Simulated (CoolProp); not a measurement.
Chloromethane (R40) along the isotherm 226.85 °C: Z from the reference equation and from simpler models built on Tc = 145.5 °C, pc = 6.929 MPa, ω = 0.150; each cubic takes its own stable root.

Values from CoolProp's reference Helmholtz-energy equation of state, Thol 2014.

```
p (MPa)          phase  reference  van der Waals  Redlich-Kwong  Peng-Robinson
-------  -------------  ---------  -------------  -------------  -------------
1.44               gas     0.9575         0.9591         0.9574         0.9538
2.89               gas     0.9134         0.9153         0.9130         0.9068
4.33               gas     0.8682         0.8687         0.8674         0.8595
5.77               gas     0.8217         0.8182         0.8202         0.8120
7.22     supercritical     0.7736         0.7629         0.7713            [?]
8.66     supercritical     0.7251            [?]         0.7219         0.7181
10.1     supercritical     0.6769         0.6390         0.6732         0.6743
11.5     supercritical     0.6323         0.5821         0.6297         0.6359
13       supercritical     0.5905            [?]         0.5920         0.6021
14.4     supercritical        [?]         0.5363         0.5687         0.5792
15.9     supercritical     0.5402         0.5432            [?]         0.5641
17.3     supercritical     0.5313         0.5577         0.5544         0.5577
```

**Question.** What belongs in the gaps?

**Answer.** 
- 7.22, Peng-Robinson: 0.7644
- 8.66, van der Waals: 0.7027
- 13, van der Waals: 0.5452
- 14.4, reference: 0.5606
- 15.9, Redlich-Kwong: 0.5565
